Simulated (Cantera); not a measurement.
A closed system holds: 1 mol B, 1 mol NH3, 2.9 mol H2, 0.49 mol N2, held at 0.0120 bar.

Equilibrium computed with Cantera from the NASA thermochemical tables; the gas is ideal and each condensed phase is pure. Candidate condensed phases: B, BN; 15 gas species. Rates play no part.

Q: Which condensed phases are stable at each of these points (T (°C)): 652, 752, 852, 952, 1052, 1152, 1252, 1352, 1452, 1552, 1652, 1752, 1852, 1952?

A: 
```json
[
 {"T (°C)": "652", "condensed phases": "BN(s)", "B condensed (%)": "100.0"},
 {"T (°C)": "752", "condensed phases": "BN(s)", "B condensed (%)": "100.0"},
 {"T (°C)": "852", "condensed phases": "BN(s)", "B condensed (%)": "100.0"},
 {"T (°C)": "952", "condensed phases": "BN(s)", "B condensed (%)": "100.0"},
 {"T (°C)": "1052", "condensed phases": "BN(s)", "B condensed (%)": "100.0"},
 {"T (°C)": "1152", "condensed phases": "BN(s)", "B condensed (%)": "100.0"},
 {"T (°C)": "1252", "condensed phases": "BN(s)", "B condensed (%)": "100.0"},
 {"T (°C)": "1352", "condensed phases": "BN(s)", "B condensed (%)": "100.0"},
 {"T (°C)": "1452", "condensed phases": "BN(s)", "B condensed (%)": "100.0"},
 {"T (°C)": "1552", "condensed phases": "BN(s)", "B condensed (%)": "100.0"},
 {"T (°C)": "1652", "condensed phases": "BN(s)", "B condensed (%)": "100.0"},
 {"T (°C)": "1752", "condensed phases": "BN(s)", "B condensed (%)": "99.9"},
 {"T (°C)": "1852", "condensed phases": "BN(s)", "B condensed (%)": "99.7"},
 {"T (°C)": "1952", "condensed phases": "B(s)", "B condensed (%)": "99.2"}
]
```

From 652 °C to 1852 °C the condensed part is BN(s). At 1952 °C the condensed part is B(s).
